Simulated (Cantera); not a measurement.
Source: NASA polynomial tables (part measured, part estimated), evaluated in Cantera. Values are per mole of reaction as written; species without (g) are pure solids or liquids, kept so even where they would boil at 1 bar. VN: taken at fixed stoichiometry.

### Question
Between 300 and 675 K, where is each reaction favourable under standard conditions?
- V₂O₅ + H₂(g) ⇌ V₂O₃ + 2 OH(g)
- VN + 3 H₂O(g) ⇌ V + 3 OH(g) + NH₃(g)
- 4 V + 3 H₂O₂(g) ⇌ 6 H(g) + 2 V₂O₃

### Answer
- V₂O₅ + H₂(g) ⇌ V₂O₃ + 2 OH(g): ΔG° is 349 kJ at 300 K and 273 kJ at 675 K; it stays positive (K < 1). ΔH° is 408 kJ and ΔS° 200 J/K at 675 K.
- VN + 3 H₂O(g) ⇌ V + 3 OH(g) + NH₃(g): ΔG° is 964 kJ at 300 K and 899 kJ at 675 K; it stays positive (K < 1). ΔH° is 1017 kJ and ΔS° 175 J/K at 675 K.
- 4 V + 3 H₂O₂(g) ⇌ 6 H(g) + 2 V₂O₃: ΔG° is -740 kJ at 300 K and -784 kJ at 675 K; it stays negative (K > 1). ΔH° is -678 kJ and ΔS° 157 J/K at 675 K.
